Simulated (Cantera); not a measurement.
Diamond growth

A diamond (100) surface in a fixed gas of H2 with x(CH4) = 0.013, x(CH3) = 0.00012, at 1248 K, 7100 Pa; coverages are run to steady state.

Computed with Cantera and the Harris–Goodwin 1993 mechanism for the reconstructed diamond (100) surface.

```
x(H)     growth (µm/h)  θ c6HH  θ c6H*  θ c6*H   θ c6**    θ c6HM
-------  -------------  ------  ------  ------  -------  --------
0.0001          0.0996   0.635  0.0282   0.330  0.00454  0.000511
0.00023          0.282   0.535  0.0356   0.416   0.0106  0.000706
0.00053          0.603   0.470  0.0400   0.467   0.0191  0.000879
0.0012            1.07   0.436  0.0421   0.492   0.0270  0.000991
0.0028            1.81   0.419  0.0430   0.503   0.0328   0.00101
0.0065            3.03   0.411  0.0435   0.507   0.0360  0.000919
0.015             4.83   0.408  0.0438   0.509   0.0376  0.000721
0.035             6.91   0.406  0.0442   0.510   0.0385  0.000472
0.08              8.62   0.406  0.0449   0.510   0.0390  0.000265
```
θ: site fractions in the mechanism's names (c6HH fully hydrogenated, c6H* and c6*H radical sites, c6** diradical, c6HM methylated).
